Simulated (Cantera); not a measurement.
## Gas-phase reforming

A perfectly stirred reactor is fed with 46.0 % CH4, 17.0 % CO2, 36.8 % H2, 0.156 % H2O, at 3230 Torr; it is held at 1748 K, and followed from long to short residence time.

Computed with Cantera and GRI-Mech 3.0 (53 species, 325 reactions). GRI-Mech 3.0 stops at C3 and has no aromatics, soot or wall deposition, so with more carbon than oxygen in the feed, carbon stays in small species such as C2H2 where larger ones or solid carbon would form.

```csv
τ (s),x CH4,x CO2,x H2,x CH3,x H2O2
5.0,0.0511,0.000738,0.654,0.000142,<1e-12
1.2,0.0549,0.00234,0.638,0.000153,<1e-12
0.27,0.0651,0.00600,0.606,0.000184,<1e-12
0.063,0.0903,0.0139,0.561,0.000256,<1e-12
0.015,0.150,0.0379,0.515,0.000412,<1e-12
0.0034,0.260,0.0945,0.468,0.000676,<1e-12
0.00078,0.375,0.145,0.415,0.000933,<1e-12
0.00018,0.436,0.164,0.381,0.00103,<1e-12
```
x: mole fraction; the columns are a selection and need not sum to one.
